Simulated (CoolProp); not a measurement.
Vapour-liquid equilibrium of toluene (1) + n-nonane (2) at 151.75 °C; x and y are mole fractions of (1).

Values from CoolProp's multi-fluid Helmholtz-energy mixture model, Lemmon 2006 and Lemmon 2006; pair parameters Bell 2016.

| x | bubble pressure (bar) | y at the bubble point | dew pressure at overall composition x (bar) | liquid density (mol/L) |
|---|---|---|---|---|
| 0.05 | 1.157 | 0.140 | 1.079 | 4.841 |
| 0.125 | 1.330 | 0.303 | 1.144 | 4.999 |
| 0.2 | 1.496 | 0.426 | 1.216 | 5.166 |
| 0.275 | 1.655 | 0.523 | 1.297 | 5.344 |
| 0.35 | 1.805 | 0.601 | 1.389 | 5.535 |
| 0.425 | 1.947 | 0.666 | 1.494 | 5.739 |
| 0.5 | 2.082 | 0.722 | 1.614 | 5.959 |
| 0.575 | 2.210 | 0.771 | 1.752 | 6.195 |
| 0.65 | 2.332 | 0.815 | 1.910 | 6.451 |
| 0.725 | 2.451 | 0.857 | 2.089 | 6.728 |
| 0.8 | 2.566 | 0.896 | 2.289 | 7.029 |
| 0.875 | 2.679 | 0.935 | 2.504 | 7.358 |
| 0.95 | 2.791 | 0.974 | 2.723 | 7.718 |

No azeotrope shows between x = 0.05 and 0.95.

The pair parameters rest on a limited set of measurements; away from them the model extrapolates.
